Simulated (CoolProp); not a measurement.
Values from CoolProp's reference Helmholtz-energy equation of state, Jacobsen 1992.

Task: For R11, give the phase and the density (kg/m³), cv (kJ/(kg K)), isothermal compressibility (1/MPa), viscosity (µPa s) at 492.9 K and 1020 kPa.

Result: 
- 492.9 K and 1020 kPa: gas; density 36.8, cv 0.626, isothermal compressibility 1.06, viscosity 17.1

Viscosity comes from a separate model (Klein 1997), an estimate that may be off by 10 % or more.
